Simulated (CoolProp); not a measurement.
A simple Rankine cycle with chlorine: condensing at 322.15 K, boiler at 3.61 MPa, turbine inlet 409.1 K, turbine efficiency 0.85, pump efficiency 0.6, no recuperator. Each further row changes one setting.

Model: reference Helmholtz-energy equation of state, Thol 2021, in CoolProp.

| case | thermal efficiency (%) | net work (kJ/kg) | heat in (kJ/kg) | turbine exit temperature (K) | volume ratio over the turbine |
|---|---|---|---|---|---|
| as stated | 9.8 | 25.3 | 258 | 329.5 | 2.16 |
| turbine inlet 429.1 K | 10.3 | 27.9 | 272 | 347.7 | 2.16 |
| condensing temperature 314.15 K | 11.3 | 30.1 | 266 | 315.6 | 2.52 |
| boiler pressure 2.53 MPa | … | … | 269 | 359.6 | 1.61 |
| turbine efficiency 0.75 | … | 22.0 | 258 | 334.6 | 2.22 |

Q: Some entries are withheld; supply them.

A: 
- boiler pressure 2.53 MPa, thermal efficiency (%): 6.7
- boiler pressure 2.53 MPa, net work (kJ/kg): 18.1
- turbine efficiency 0.75, thermal efficiency (%): 8.6
